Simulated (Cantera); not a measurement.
A freely propagating, adiabatic, planar premixed flame of C3H8 : O2 : N2 = 1 : 4.55 : 17.1 (molar parts), equivalence ratio 1.1, unburnt at 400 K and 0.500 bar; mixture-averaged transport, grid criteria slope 0.08 and curve 0.16, no radiation.

Cantera simulation using GRI-Mech 3.0 (53 species, 325 reactions); the numbers are that mechanism's predictions, not measurements. GRI-Mech 3.0 was tuned for natural gas; its chemistry of propane as a main component is partial and can be far from experiment. Burning velocities carry a grid error of a few per cent, more on coarse grids.

What does this change do: 0.29 parts CO2 added?


```json
[
 {"quantity": "laminar burning velocity", "before": "91.0 cm/s", "after": "85.4 cm/s"},
 {"quantity": "thermal thickness", "before": "0.544 mm", "after": "0.566 mm"},
 {"quantity": "peak x(C2H6)", "before": "0.00202", "after": "0.00197"},
 {"quantity": "peak x(CH2)", "before": "7.75e-5", "after": "7.07e-5"},
 {"quantity": "peak x(CH3)", "before": "0.00318", "after": "0.00297"}
]
```
